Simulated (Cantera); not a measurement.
Charge: 1 mol N2O, 1.3 mol H2, equilibrated at 2700 °C and 51.0 Torr.

Cantera equilibrium calculation (NASA polynomials, part measured and part estimated; ideal gas, pure solids and liquids). Candidate condensed phases: H2O; 24 gas species. Kinetics and transport are ignored.

Base state: N2 0.329, H 0.214, H2 0.147, H2O 0.146, OH 0.0688, O 0.0614, O2 0.0241, NO 0.0101 (mole fractions); condensed: gas only.

**Question.** What changes in the equilibrium state with this change: N2O replaced by S?

**Answer.** 
```json
[
 {"species": "H2", "before": "0.147", "after": "0.338"},
 {"species": "H", "before": "0.214", "after": "0.324"},
 {"species": "S", "before": "0", "after": "0.227"},
 {"species": "N2", "before": "0.329", "after": "0"},
 {"species": "H2O", "before": "0.146", "after": "0"},
 {"species": "OH", "before": "0.0688", "after": "0"},
 {"species": "S2", "before": "0", "after": "0.0644"},
 {"species": "O", "before": "0.0614", "after": "0"},
 {"species": "SH", "before": "0", "after": "0.0447"},
 {"species": "O2", "before": "0.0241", "after": "0"},
 {"species": "NO", "before": "0.0101", "after": "0"},
 {"species": "H2S", "before": "0", "after": "0.00223"},
 {"species": "N", "before": "2.57e-5", "after": "0"}
]
```
Further candidate phases: S.
